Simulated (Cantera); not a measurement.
Cantera run:

```python
import numpy as np
import cantera as ct

gas_names = [...]  # 87 gases of nasa_gas.yaml made of C, H, Si
cond_names = """
    C(gr) C6H6(L) C7H8(L) C8H18(L),n-octa Si(cr) Si(L) SiC(b)
""".split()


# ... load() reads the species with a 1 bar reference pressure and builds the phases ...
atoms = {
    'CH3SiH3': {'C': 1, 'H': 6, 'Si': 1},
    'H2': {'H': 2},
}
top_T = {'C(gr)': 4500, 'SiC(b)': 3050}  # K; cautious upper limits of use, not melting points


# ... equilibrate(T, P, feed) seeds the gas with the atoms and calls Mixture.equilibrate('TP', solver="vcs", rtol=1e-11, max_steps=5000) ...
results = []
feed = {'CH3SiH3': 1, 'H2': 5}  # mol
T = 1348  # K
P = 1900  # Pa
mix = equilibrate(T, P, feed)
results.append((T, P, feed, dict(zip(mix.species_names, mix.species_moles))))
x = sorted(zip(gas.X, gas.species_names), reverse=True)
print(f"T = {T:g} K  P = {P:g} Pa  gas = {mix.phase_moles(0):.4g} mol")
print("   x: " + "  ".join(f"{s} {v:.3e}" for v, s in x if v > 0.001))
print("   condensed (mol): " + ("  ".join(f"{mix.phase(i).name} {mix.phase_moles(i):.4g}"
      for i in range(1, mix.n_phases) if mix.phase_moles(i) > 1e-12) or "none"))
```

Result:

```
T = 1348 K  P = 1900 Pa  gas = 8 mol
   x: H2 1.000e+00
   condensed (mol): Si(cr) 1.706e-06  SiC(b) 1
```

Method: chemical equilibrium by Gibbs-energy minimisation in Cantera with the NASA 1993 tables (ideal gas, pure condensed phases). The feed counts by its element totals alone.
